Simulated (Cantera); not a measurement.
An adiabatic, constant-pressure homogeneous reactor starts with CO : H₂ : CH₄ : O₂ : N₂ : H₂O = 1 : 0.031 : 0.034 : 0.53 : 1.99 : 0.55 (molar parts), at 1200 K and 4730 Torr. Integrator tolerance rtol = 1e-08.

Detailed kinetics in Cantera: GRI-Mech 3.0 (53 species, 325 reactions).

Question: What does this change do: pressure from 4730 Torr to 11300 Torr?

Answer: 
```csv
quantity,before,after
time of steepest temperature rise,0.281 ms,0.248 ms
temperature at 2.00 s,2654 K,2700 K
equilibrium temperature,2654 K,2700 K
x(CO) at 2.00 s,0.0595 (gas-phase equilibrium 0.0595),0.0545 (gas-phase equilibrium 0.0545)
x(H₂) at 2.00 s,0.00672 (gas-phase equilibrium 0.00672),0.00596 (gas-phase equilibrium 0.00596)
x(CH₄) at 2.00 s,<1e-12 (gas-phase equilibrium <1e-12),<1e-12 (gas-phase equilibrium <1e-12)
x(OH) at 2.00 s,0.00914 (gas-phase equilibrium 0.00914),0.00798 (gas-phase equilibrium 0.00798)
x(O) at 2.00 s,0.00137 (gas-phase equilibrium 0.00137),0.000976 (gas-phase equilibrium 0.000976)
x(CH₂O) at 2.00 s,1.01e-9 (gas-phase equilibrium 1.01e-9),1.96e-9 (gas-phase equilibrium 1.96e-9)
x(C₂H₆) at 2.00 s,<1e-12 (gas-phase equilibrium <1e-12),<1e-12 (gas-phase equilibrium <1e-12)
```
The pressure lies above the range GRI-Mech 3.0 was tuned for (to about 10 atm).

Question: What does this change do: initial temperature 1200 to 1525 K?

Answer: 
```csv
quantity,before,after
time of steepest temperature rise,0.281 ms,17.1 µs
temperature at 2.00 s,2654 K,2779 K
equilibrium temperature,2654 K,2779 K
x(CO) at 2.00 s,0.0595 (gas-phase equilibrium 0.0595),0.0767 (gas-phase equilibrium 0.0767)
x(H₂) at 2.00 s,0.00672 (gas-phase equilibrium 0.00672),0.00873 (gas-phase equilibrium 0.00873)
x(CH₄) at 2.00 s,<1e-12 (gas-phase equilibrium <1e-12),<1e-12 (gas-phase equilibrium <1e-12)
x(OH) at 2.00 s,0.00914 (gas-phase equilibrium 0.00914),0.0138 (gas-phase equilibrium 0.0138)
x(O) at 2.00 s,0.00137 (gas-phase equilibrium 0.00137),0.00284 (gas-phase equilibrium 0.00284)
x(CH₂O) at 2.00 s,1.01e-9 (gas-phase equilibrium 1.01e-9),1.70e-9 (gas-phase equilibrium 1.70e-9)
x(C₂H₆) at 2.00 s,<1e-12 (gas-phase equilibrium <1e-12),<1e-12 (gas-phase equilibrium <1e-12)
```

Question: What does this change do: pressure from 4730 Torr to 518 Torr?

Answer: 
```json
[
 {"quantity": "time of steepest temperature rise", "before": "0.281 ms", "after": "0.437 ms"},
 {"quantity": "temperature at 2.00 s", "before": "2654 K", "after": "2526 K"},
 {"quantity": "equilibrium temperature", "before": "2654 K", "after": "2526 K"},
 {"quantity": "x(CO) at 2.00 s", "before": "0.0595 (gas-phase equilibrium 0.0595)", "after": "0.0723 (gas-phase equilibrium 0.0723)"},
 {"quantity": "x(H₂) at 2.00 s", "before": "0.00672 (gas-phase equilibrium 0.00672)", "after": "0.00892 (gas-phase equilibrium 0.00892)"},
 {"quantity": "x(CH₄) at 2.00 s", "before": "<1e-12 (gas-phase equilibrium <1e-12)", "after": "<1e-12 (gas-phase equilibrium <1e-12)"},
 {"quantity": "x(OH) at 2.00 s", "before": "0.00914 (gas-phase equilibrium 0.00914)", "after": "0.0119 (gas-phase equilibrium 0.0119)"},
 {"quantity": "x(O) at 2.00 s", "before": "0.00137 (gas-phase equilibrium 0.00137)", "after": "0.00281 (gas-phase equilibrium 0.00281)"},
 {"quantity": "x(CH₂O) at 2.00 s", "before": "1.01e-9 (gas-phase equilibrium 1.01e-9)", "after": "1.78e-10 (gas-phase equilibrium 1.78e-10)"},
 {"quantity": "x(C₂H₆) at 2.00 s", "before": "<1e-12 (gas-phase equilibrium <1e-12)", "after": "<1e-12 (gas-phase equilibrium <1e-12)"}
]
```
